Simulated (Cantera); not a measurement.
Charge: 1 mol SiHCl₃, 4.6 mol HCl, 190 mol N₂, at 825 Torr.

Equilibrium computed with Cantera from the NASA thermochemical tables; the gas is ideal and each condensed phase is pure. Candidate condensed phases: NH₄Cl, Si, Si₃N₄; 28 gas species. N₂ is the only nitrogen source here; it is nearly inert below about 1500 K, so the nitride shown seldom forms there in practice. The tables' values for SiCl₃ are old estimates; treat these amounts as uncertain. Equilibrium is a limit: real reactors are often held back by kinetics, nucleation or transport.

x: gas mole fraction; n: condensed amount in mol.

```csv
T (K),x N₂,x HCl,x SiCl₄,x H₂,x SiCl₂,x SiCl₃,x SiHCl₃,n Si₃N₄(s)
800,0.971,0.0190,0.00497,0.00482,2.63e-12,1.09e-8,1.14e-6,0.00932
900,0.971,0.0202,0.00466,0.00421,2.91e-10,1.69e-7,2.76e-6,0.0292
1000,0.971,0.0211,0.00443,[?],[?],1.51e-6,[?],[?]
1100,0.971,0.0218,0.00425,0.00342,2.64e-7,8.97e-6,9.85e-6,0.0547
1200,0.970,0.0223,0.00409,0.00315,[?],3.94e-5,[?],0.0626
1300,0.970,0.0227,0.00391,0.00296,2.79e-5,0.000136,2.32e-5,0.0664
1400,0.970,0.0229,0.00359,0.00283,0.000168,0.000377,3.14e-5,0.0616
1500,0.970,0.0229,0.00296,0.00284,0.000742,0.000831,3.81e-5,0.0350
1600,0.969,0.0233,0.00198,0.00260,0.00187,0.00122,3.18e-5,0
```

Question: Some entries are withheld; supply them.

Answer: 
- 1000, x H₂: 0.00376
- 1000, x SiCl₂: 1.24e-8
- 1000, x SiHCl₃: 5.57e-6
- 1000, n Si₃N₄(s): 0.0438
- 1200, x SiCl₂: 3.32e-6
- 1200, x SiHCl₃: 1.57e-5
